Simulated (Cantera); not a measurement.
Cantera run, input and output.

```python
import numpy as np
import cantera as ct

gas = ct.Solution("gri30.yaml")
gas.TPX = 1175, 1333, {'H2': 0.17, 'O2': 1}
inlet = ct.Reservoir(gas, clone=True)

reactor = ct.IdealGasConstPressureReactor(gas, energy="off", clone=False)
exhaust = ct.Reservoir(gas, clone=True)
tau = [6.9, 2.9, 1.3, 0.54, 0.23, 0.098, 0.042, 0.018, 0.0076, 0.0033][0]
for a, b in ((inlet, reactor), (reactor, exhaust)):
    ct.MassFlowController(a, b, mdot=lambda t: reactor.mass / tau)
net = ct.ReactorNet([reactor])
show = ['H2', 'O2', 'OH', 'H', 'O', 'HO2', 'H2O2']

rows = []
print(f"{'tau/s':>10s}{'T/K':>9s}" + "".join(f"{s:>11s}" for s in show))
for tau in [6.9, 2.9, 1.3, 0.54, 0.23, 0.098, 0.042, 0.018, 0.0076, 0.0033]:
    net.initial_time = 0.0
    net.advance(30 * tau)
    before = gas.X
    net.advance(40 * tau)
    drift = np.max(np.abs(gas.X - before) / (gas.X + 1e-9))
    rows.append([gas.T, *gas[show].X, drift])
    print(f"{tau:10.3e}{gas.T:9.1f}" + "".join(f"{x:11.3e}" for x in gas[show].X))
```

It prints:

```
     tau/s      T/K         H2         O2         OH          H          O        HO2       H2O2
 6.900e+00   1175.0  1.483e-04  8.421e-01  9.123e-04  6.459e-05  8.045e-04  1.985e-06  1.451e-07
 2.900e+00   1175.0  2.576e-04  8.414e-01  1.219e-03  1.533e-04  1.429e-03  2.819e-06  1.812e-07
 1.300e+00   1175.0  4.269e-04  8.403e-01  1.594e-03  3.398e-04  2.419e-03  3.738e-06  2.162e-07
 5.400e-01   1175.0  7.363e-04  8.381e-01  2.135e-03  8.053e-04  4.271e-03  4.846e-06  2.534e-07
 2.300e-01   1175.0  1.238e-03  8.347e-01  2.825e-03  1.834e-03  7.320e-03  5.930e-06  2.843e-07
 9.800e-02   1175.0  2.056e-03  8.289e-01  3.708e-03  4.061e-03  1.226e-02  6.896e-06  3.056e-07
 4.200e-02   1175.0  3.339e-03  8.200e-01  4.773e-03  8.481e-03  1.965e-02  7.610e-06  3.143e-07
 1.800e-02   1175.0  5.285e-03  8.078e-01  5.962e-03  1.609e-02  2.931e-02  7.974e-06  3.124e-07
 7.600e-03   1175.0  8.266e-03  7.946e-01  7.184e-03  2.644e-02  3.899e-02  7.995e-06  3.114e-07
 3.300e-03   1175.0  1.297e-02  7.861e-01  8.344e-03  3.577e-02  4.416e-02  7.817e-06  3.293e-07
```

Computed with Cantera and GRI-Mech 3.0 (53 species, 325 reactions). Radical loss at walls, strong at low pressure, is not modelled. The temperature is held fixed by assumption; the heat of reaction is taken as removed at once.
